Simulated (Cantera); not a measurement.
A closed system holds: 1 mol C6H6, 0.085 mol H2O, 37 mol N2, held at 1673.15 K and 0.0900 Torr.

These are equilibrium values from Cantera (NASA tables, ideal gas, pure condensed phases), not measurements of a reactor. Candidate condensed phases: C, C6H6, C7H8, C8H18, H2O; 136 gas species. The numbers say what is thermodynamically allowed, not how fast it happens.

Base state: N2 0.919, H2 0.0748, H 0.00285, CO 0.00211, HCN 0.000828, HNC 2.31e-5 (mole fractions); condensed: C(graphite).

Task: What changes in the equilibrium state with this change: C6H6 replaced by CO?

Result: 
```tsv
species	before	after
N2	0.919	0.971
CO	0.00211	0.0244
CO2	<1e-9	0.00182
H2	0.0748	0.00162
HCN	0.000828	<1e-9
H2O	<1e-9	0.000400
HNC	2.31e-5	<1e-9
H	0.00285	0.000419
C(graphite), mol	5.88	0
```
